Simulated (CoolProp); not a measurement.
Vapour-liquid equilibrium of carbon dioxide (1) + C2F6 (R116) (2) at 247.4 K; x and y are mole fractions of (1).

Model: multi-fluid Helmholtz-energy mixture model, Span 1996 and Lemmon 2006; pair parameters Bell 2016, in CoolProp.

```csv
x,"bubble pressure, mixture model (MPa)","bubble pressure, Raoult's law (MPa)","y, mixture model","y, Raoult's law"
0.05,0.9808,0.9138,0.127,0.090
0.2,1.292,1.029,0.395,0.319
0.35,1.540,1.144,0.549,0.503
0.5,1.700,1.259,0.646,0.652
0.65,1.785,1.374,0.717,0.777
0.8,1.807,1.489,0.790,0.882
0.95,1.726,1.604,0.918,0.973
```

The largest gap from Raoult's law is +35.0 % in bubble pressure, at x = 0.5. y crosses x between x = 0.65 and 0.8: the model has an azeotrope there.

Pair parameters are fitted to limited data, so mixtures are less certain than the pure fluids.
